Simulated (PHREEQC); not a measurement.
## Geothermal or formation water

Synthetic water in mg/L, 55 °C, pH 5.8, pe 2:

```json
[
 {"constituent": "Na", "mg/L": "4760"},
 {"constituent": "K", "mg/L": "97.5"},
 {"constituent": "Ca", "mg/L": "3.18"},
 {"constituent": "Mg", "mg/L": "132"},
 {"constituent": "Cl", "mg/L": "7850"},
 {"constituent": "S(6) as SO4", "mg/L": "254"},
 {"constituent": "Alkalinity as HCO3", "mg/L": "0.0157"},
 {"constituent": "Mn(2)", "mg/L": "22.9"},
 {"constituent": "Fe(2)", "mg/L": "8.98"}
]
```

Valence states are taken as typed.

All values are PHREEQC results (ion-association model, phreeqc.dat), not measurements.

This is a speciation only: nothing precipitates in the calculation.

**Question.** Predict the activity of water, specific conductance.

**Answer.** activity of water 0.992; specific conductance 38500 µS/cm.

**Question.** In which forms is S present?

**Answer.** SO4-2 65 %, NaSO4- 21 %, MgSO4 12 % of the S.

At this temperature some constants are extrapolated from 25 °C, and those without enthalpy data are left unchanged.
